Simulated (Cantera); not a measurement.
Charge: 1 mol CF₄, 0.021 mol HCl, 0.44 mol H₂, equilibrated at 3150 K and 7.80 mbar.

These are equilibrium values from Cantera (NASA tables, ideal gas, pure condensed phases), not measurements of a reactor. Candidate condensed phases: C, C₆H₆, C₇H₈, C₈H₁₈; 118 gas species. Equilibrium is a limit: real reactors are often held back by kinetics, nucleation or transport.

Base state: F 0.654, HF 0.189, CF 0.0625, C₃ 0.0425, H 0.0178, C 0.0155, C₂ 0.00724, CF₂ 0.00613 (mole fractions); condensed: gas only.

Task: What changes in the equilibrium state with this change: temperature from 3150 K to 973.15 K?

Result: 
| species | before | after |
|---|---|---|
| HF | 0.189 | 0.524 |
| CF₄ | 2.58e-8 | 0.464 |
| HCl | 1.64e-5 | 0.0122 |
| F | 0.654 | <1e-9 |
| CF | 0.0625 | <1e-9 |
| C₃ | 0.0425 | <1e-9 |
| H | 0.0178 | <1e-9 |
| C | 0.0155 | <1e-9 |
| C₂ | 0.00724 | <1e-9 |
| CF₂ | 0.00613 | 1.63e-9 |
| C₅ | 0.000454 | <1e-9 |
| C(graphite), mol | 0 | 0.220 |
Gases not in the tables: C₂F₆ and larger saturated fluorocarbons.

Task: What changes in the equilibrium state with this change: H₂ from 0.44 to 0.28 mol?

Result: 
```csv
species,before,after
F,0.654,0.721
HF,0.189,0.124
CF,0.0625,0.0682
H,0.0178,0.0106
C₃,0.0425,0.0413
C,0.0155,0.0154
H₂,4.11e-5,1.46e-5
C₂H,0.000133,7.81e-5
HCl,1.64e-5,9.93e-6
```

Task: What changes in the equilibrium state with this change: temperature from 3150 K to 2498.15 K?

Result: 
```tsv
species	before	after
F	0.654	0.485
HF	0.189	0.275
CF₂	0.00613	0.211
C	0.0155	2.08e-5
C₃	0.0425	6.19e-5
H	0.0178	9.40e-5
CF	0.0625	0.0157
CF₄	2.58e-8	0.00398
C₄	0.000133	3.81e-8
C₅	0.000454	1.83e-7
C₂H	0.000133	7.22e-8
C(graphite), mol	0	0.235
```
Gases not in the tables: C₂F₆ and larger saturated fluorocarbons.
